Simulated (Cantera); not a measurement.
Standard-state values (1 bar) from the NASA 1993 polynomials, evaluated with Cantera. Values are per mole of reaction as written; species without (g) are pure solids or liquids, kept so even where they would boil at 1 bar.

Q: Between 1123 and 1373 K, where is each reaction favourable under standard conditions?
- 2 Pb + O2(g) ⇌ 2 PbO(g)
- 2 C + O2(g) ⇌ 2 CO(g)
- 2 H2(g) + O2(g) ⇌ 2 H2O(g)

A: 
- 2 Pb + O2(g) ⇌ 2 PbO(g): ΔG° is -2 kJ at 1123 K and -27 kJ at 1373 K; it stays negative (K > 1). ΔH° is 110 kJ and ΔS° 100 J/K at 1373 K.
- 2 C + O2(g) ⇌ 2 CO(g): ΔG° is -422 kJ at 1123 K and -466 kJ at 1373 K; it stays negative (K > 1). ΔH° is -229 kJ and ΔS° 173 J/K at 1373 K.
- 2 H2(g) + O2(g) ⇌ 2 H2O(g): ΔG° is -371 kJ at 1123 K and -343 kJ at 1373 K; it stays negative (K > 1). ΔH° is -499 kJ and ΔS° -114 J/K at 1373 K.
